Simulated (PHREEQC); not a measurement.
**Spent oxide etchant: speciation**

A solution holds 0.099 mol/kgw HF, 0.039 mol/kgw H2SiF6, 0.046 mol/kgw HBF4 and 0.002 mol/kgw HNO3, at 25 °C. Closed to the air; pH follows from the charge balance.

All values are PHREEQC results (ion-association model, phreeqc.dat), not measurements.

Each row changes one thing in this solution. No solid was allowed to form.

```tsv
case	pH	ionic strength (mol/kgw)	HF (mol/kgw)	F- (mol/kgw)	HF2- (mol/kgw)	BF3OH- (mol/kgw)
as made	0.99	0.166	0.0976	0.000914	0.000340	0.000166
temperature from 25 to 35 °C	0.99	0.166	0.0978	0.000771	0.000307	0.000201
H2SiF6 from 0.039 to 0.0429 mol/kgw	0.96	0.178	0.0977	0.000874	0.000325	0.000165
temperature from 25 to 40 °C	0.99	0.166	0.0980	0.000706	0.000288	0.000222
H2SiF6 left out	1.36	0.0505	0.0960	0.00185	0.000682	0.000173
HNO3 left out	1.00	0.164	0.0976	0.000927	0.000345	0.000166
HNO3 from 0.002 to 0.0002 mol/kgw	1.00	0.165	0.0976	0.000925	0.000344	0.000166
diluted 5-fold with water	1.65	0.0337	0.0193	0.000689	5.11e-5	0.000170
temperature from 25 to 70 °C	1.00	0.166	0.0989	0.000406	0.000174	0.000410
```

Away from 25 °C the constants follow the database's enthalpies or fits; those with neither stay at their 25 °C values. SiF6-2 is the database's only silicon fluoride. Real BF4- forms and hydrolyses slowly; the run takes it at equilibrium.
